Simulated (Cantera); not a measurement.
Standard-state values (1 bar) from the NASA 1993 polynomials, evaluated with Cantera. Values are per mole of reaction as written; species without (g) are pure solids or liquids, kept so even where they would boil at 1 bar.

2 NO(g) + NbO2(g) = 2 NO2(g) + Nb, with ΔH° = 85.8 kJ and ΔS° = -177.6 J/K at 300 K.

**Question.** How far is the shortcut ΔG° ≈ ΔH°(300 K) − T·ΔS°(300 K) from the full temperature-dependent value at 900, 1000, 1100, 1200, 1300 K?

**Answer.** 
```csv
T (K),shortcut (kJ),full (kJ),difference (kJ),difference in log10 K
900,245.7,245.5,0.2,-0.01
1000,263.5,263.0,0.5,-0.03
1100,281.2,280.3,0.9,-0.04
1200,299.0,297.6,1.4,-0.06
1300,316.8,314.7,2.0,-0.08
```
The shortcut ignores the heat-capacity change of the reaction.
